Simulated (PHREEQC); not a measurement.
Solution A (0.0031 mol/kgw H3BO3, 0.00019 mol/kgw NaOH and 0.004 mol/kgw KCl) is mixed with solution B (9.6 mmol/kgw Ni(NO3)2) at 25 °C; shares are by mass of water, 1 kg in all. Oxygen alone is held at its pressure in air (log pO2 = -0.68). CO2 from the air is kept out. Solids allowed: Ni(OH)2, Halite. Others were left out.

Computed with PHREEQC (ion-association model, wateq4f.dat).

```json
[
 {"share of solution B": "0", "pH": "8.02", "Ni(OH)2 (mol)": "0", "H3BO3 (mol/kgw)": "0.00291", "H2BO3- (mol/kgw)": "0.000189"},
 {"share of solution B": "0.1", "pH": "7.00", "Ni(OH)2 (mol)": "7.63e-5", "H3BO3 (mol/kgw)": "0.00277", "H2BO3- (mol/kgw)": "___"},
 {"share of solution B": "0.2", "pH": "6.85", "Ni(OH)2 (mol)": "6.97e-5", "H3BO3 (mol/kgw)": "0.00247", "H2BO3- (mol/kgw)": "1.12e-5"},
 {"share of solution B": "0.3", "pH": "6.77", "Ni(OH)2 (mol)": "6.16e-5", "H3BO3 (mol/kgw)": "0.00216", "H2BO3- (mol/kgw)": "8.26e-6"},
 {"share of solution B": "0.4", "pH": "___", "Ni(OH)2 (mol)": "5.30e-5", "H3BO3 (mol/kgw)": "0.00185", "H2BO3- (mol/kgw)": "___"},
 {"share of solution B": "0.5", "pH": "6.67", "Ni(OH)2 (mol)": "4.41e-5", "H3BO3 (mol/kgw)": "0.00155", "H2BO3- (mol/kgw)": "4.81e-6"},
 {"share of solution B": "0.6", "pH": "6.64", "Ni(OH)2 (mol)": "3.52e-5", "H3BO3 (mol/kgw)": "0.00124", "H2BO3- (mol/kgw)": "3.60e-6"},
 {"share of solution B": "0.7", "pH": "6.61", "Ni(OH)2 (mol)": "2.61e-5", "H3BO3 (mol/kgw)": "0.000927", "H2BO3- (mol/kgw)": "2.55e-6"},
 {"share of solution B": "0.8", "pH": "___", "Ni(OH)2 (mol)": "___", "H3BO3 (mol/kgw)": "___", "H2BO3- (mol/kgw)": "1.62e-6"},
 {"share of solution B": "0.9", "pH": "___", "Ni(OH)2 (mol)": "7.86e-6", "H3BO3 (mol/kgw)": "0.000309", "H2BO3- (mol/kgw)": "7.81e-7"},
 {"share of solution B": "1", "pH": "6.07", "Ni(OH)2 (mol)": "0", "H3BO3 (mol/kgw)": "0", "H2BO3- (mol/kgw)": "0"}
]
```

Q: What belongs in the gaps?

A: 
- 0.1, H2BO3- (mol/kgw): 1.75e-5
- 0.4, pH: 6.72
- 0.4, H2BO3- (mol/kgw): 6.30e-6
- 0.8, pH: 6.59
- 0.8, Ni(OH)2 (mol): 1.70e-5
- 0.8, H3BO3 (mol/kgw): 0.000618
- 0.9, pH: 6.57

Complexes and solids missing from the database can't appear. The database's Ni(OH)2 is the aged solid; a fresh precipitate is more soluble.
